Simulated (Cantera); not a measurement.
An adiabatic, constant-pressure homogeneous reactor starts with CO : H2 : CH4 : O2 : N2 : CO2 = 1 : 0.031 : 0.27 : 1.19 : 3.91 : 0.42 (molar parts), equivalence ratio 0.89, at 1425 K and 55000 Pa.

Cantera simulation using GRI-Mech 3.0 (53 species, 325 reactions); the numbers are that mechanism's predictions, not measurements.

Predict: time of steepest temperature rise; temperature at 0.500 s; equilibrium temperature; x(CO) at 0.500 s; x(H2) at 0.500 s; x(HO2) at 0.500 s.


```json
{
  "time_of_steepest_temperature_rise": "1.26 ms",
  "temperature at 0.500 s": "2604 K",
  "equilibrium_temperature": "2604 K",
  "x(CO) at 0.500 s": "0.0719 (gas-phase equilibrium 0.0719)",
  "x(H2) at 0.500 s": "0.00444 (gas-phase equilibrium 0.00444)",
  "x(HO2) at 0.500 s": "4.44e-6 (gas-phase equilibrium 4.44e-6)"
}
```
